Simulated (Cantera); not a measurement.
Thermodynamics of aluminium nitride and oxide growth, feed AlCl3 + H2O + N2

Input: 1 mol AlCl3, 7.4 mol H2O, 140 mol N2, at 7.50 Torr.

These are equilibrium values from Cantera (NASA tables, ideal gas, pure condensed phases), not measurements of a reactor. Candidate condensed phases: Al, AlCl3, AlN, Al2O3, H2O, NH4Cl; 45 gas species. Kinetics and transport are ignored.

```json
[
 {"T (K)": "1625", "x N2": "0.940", "x H2O": "0.0394", "x HCl": "0.0196", "x H2": "0.000444", "x Cl": "0.000517", "x OH": "5.55e-5", "n Al2O3(s)": "0.500"},
 {"T (K)": "1675", "x N2": "0.940", "x H2O": "0.0393", "x HCl": "0.0194", "x H2": "0.000629", "x Cl": "0.000702", "x OH": "8.79e-5", "n Al2O3(s)": "0.500"},
 {"T (K)": "1725", "x N2": "0.939", "x H2O": "0.0391", "x HCl": "0.0192", "x H2": "0.000873", "x Cl": "0.000934", "x OH": "0.000135", "n Al2O3(s)": "0.500"},
 {"T (K)": "1775", "x N2": "0.939", "x H2O": "0.0389", "x HCl": "0.0189", "x H2": "0.00119", "x Cl": "0.00122", "x OH": "0.000203", "n Al2O3(s)": "0.500"},
 {"T (K)": "1825", "x N2": "0.939", "x H2O": "0.0385", "x HCl": "0.0186", "x H2": "0.00159", "x Cl": "0.00156", "x OH": "0.000298", "n Al2O3(s)": "0.500"},
 {"T (K)": "1875", "x N2": "0.938", "x H2O": "0.0381", "x HCl": "0.0181", "x H2": "0.00208", "x Cl": "0.00197", "x OH": "0.000427", "n Al2O3(s)": "0.500"},
 {"T (K)": "1925", "x N2": "0.938", "x H2O": "0.0375", "x HCl": "0.0176", "x H2": "0.00269", "x Cl": "0.00245", "x OH": "0.000598", "n Al2O3(s)": "0.500"},
 {"T (K)": "1975", "x N2": "0.937", "x H2O": "0.0368", "x HCl": "0.0171", "x H2": "0.00341", "x Cl": "0.00299", "x OH": "0.000821", "n Al2O3(s)": "0.500"}
]
```
x: gas mole fraction; n: condensed amount in mol.

From 1625 K to 1975 K the condensed part is Al2O3(s).
